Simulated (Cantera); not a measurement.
Cantera with NASA thermochemical tables; ideal gases at 1 bar, condensed phases pure. Values are per mole of reaction as written; species without (g) are pure solids or liquids, kept so even where they would boil at 1 bar.

Ca(g) + 2 HCl(g) ⇌ 2 H(g) + CaCl2, with ΔH° = -352.9 kJ and ΔS° = -194.4 J/K at 300 K.

Q: How far is the shortcut ΔG° ≈ ΔH°(300 K) − T·ΔS°(300 K) from the full temperature-dependent value at 1075, 1125, 1175, 1225, 1275, 1325 K?

A: 
```
T (K)  shortcut (kJ)  full (kJ)  difference (kJ)  difference in log10 K  condensed phases
-----  -------------  ---------  ---------------  ---------------------  ----------------
1075          -143.9     -167.9             23.9                  -1.16          CaCl2(l)
1125          -134.2     -162.1             27.9                  -1.30          CaCl2(l)
1175          -124.5     -156.5             32.0                  -1.42          CaCl2(l)
1225          -114.8     -151.0             36.2                  -1.55          CaCl2(l)
1275          -105.1     -145.7             40.6                  -1.66          CaCl2(l)
1325           -95.3     -140.4             45.1                  -1.78          CaCl2(l)
```
The shortcut ignores heat capacities and the phase changes listed.
